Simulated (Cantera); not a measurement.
A counterflow diffusion flame at 1580 Torr, nozzles 20 mm apart: fuel side 41.7 % CH4, 58.3 % N2 at 375 K, oxidiser side 25.0 % O2, 75.0 % N2 at 675 K, fuel mass flux 0.97 times the oxidiser's; mixture-averaged transport, no radiation.

Model: GRI-Mech 3.0 (53 species, 325 reactions), integrated in Cantera. GRI-Mech 3.0 has no aromatics or soot, which form on the fuel side of real flames. The maximum strain rate includes the flame's own expansion and is several times the mean.

x: mole fraction; the columns are a selection and need not sum to one.

```tsv
oxidiser flux (kg/m²/s)	max strain (1/s)	mean strain (1/s)	T max (K)	peak x OH	peak x H	peak x NO	peak x CO	peak x C2H2
0.53	…	41.0	2264	0.00813	0.00263	0.000439	0.0535	0.0102
0.81	…	62.6	2239	0.00833	0.00282	0.000398	0.0522	0.00940
1.2	…	92.8	2219	0.00850	0.00300	0.000362	0.0512	0.00867
1.9	…	147	2198	0.00865	0.00322	0.000319	0.0503	0.00790
3	…	232	2176	0.00872	0.00342	0.000271	0.0497	0.00715
4.6	…	356	2151	0.00863	0.00357	0.000220	0.0492	0.00637
7.1	…	549	2122	0.00839	0.00367	0.000167	0.0489	0.00554
11	…	851	2083	0.00791	0.00365	0.000112	0.0488	0.00452
```

Some entries are withheld; supply them.


- 0.53, max strain (1/s): 184
- 0.81, max strain (1/s): 272
- 1.2, max strain (1/s): 392
- 1.9, max strain (1/s): 603
- 3, max strain (1/s): 927
- 4.6, max strain (1/s): 1390
- 7.1, max strain (1/s): 2100
- 11, max strain (1/s): 3180
